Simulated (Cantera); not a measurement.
An adiabatic, constant-volume homogeneous reactor starts with H2 : O2 : N2 = 1 : 1.02 : 3.84 (molar parts), equivalence ratio 0.49, at 1575 K and 9.08 atm. Integrator tolerance rtol = 1e-08.

Model: the H2/O2 subset of GRI-Mech 3.0, which has no nitrogen chemistry, integrated in Cantera. The hydrogen kinetics of GRI-Mech 3.0 are dated; newer H2 mechanisms differ, most at raised pressure.

Problem. What does this change do: H2 1 to 1.7 parts?

Solution. 
```
quantity                                                            before                                    after
---------------------------------  ---------------------------------------  ---------------------------------------
time of steepest temperature rise                                  1.29 µs                                  1.19 µs
temperature at 0.400 s                                              2847 K                                   3192 K
equilibrium temperature                                             2847 K                                   3192 K
x(H2) at 0.400 s                   0.00377 (gas-phase equilibrium 0.00377)    0.0270 (gas-phase equilibrium 0.0270)
x(O2) at 0.400 s                     0.0907 (gas-phase equilibrium 0.0907)    0.0312 (gas-phase equilibrium 0.0312)
x(H2O) at 0.400 s                      0.170 (gas-phase equilibrium 0.170)      0.236 (gas-phase equilibrium 0.236)
x(OH) at 0.400 s                     0.0200 (gas-phase equilibrium 0.0200)    0.0369 (gas-phase equilibrium 0.0369)
x(HO2) at 0.400 s                  4.34e-5 (gas-phase equilibrium 4.34e-5)  4.37e-5 (gas-phase equilibrium 4.37e-5)
```
Above 3000 K some thermodynamic fits are extrapolated.

Problem. What does this change do: H2 1 to 2.7 parts?

Solution. 
```
quantity                                                            before                                    after
---------------------------------  ---------------------------------------  ---------------------------------------
time of steepest temperature rise                                  1.29 µs                                  1.19 µs
temperature at 0.400 s                                              2847 K                                   3293 K
equilibrium temperature                                             2847 K                                   3293 K
x(H2) at 0.400 s                   0.00377 (gas-phase equilibrium 0.00377)      0.109 (gas-phase equilibrium 0.109)
x(O2) at 0.400 s                     0.0907 (gas-phase equilibrium 0.0907)  0.00404 (gas-phase equilibrium 0.00404)
x(H2O) at 0.400 s                      0.170 (gas-phase equilibrium 0.170)      0.260 (gas-phase equilibrium 0.260)
x(OH) at 0.400 s                     0.0200 (gas-phase equilibrium 0.0200)    0.0279 (gas-phase equilibrium 0.0279)
x(HO2) at 0.400 s                  4.34e-5 (gas-phase equilibrium 4.34e-5)  1.17e-5 (gas-phase equilibrium 1.17e-5)
```
Above 3000 K some thermodynamic fits are extrapolated.
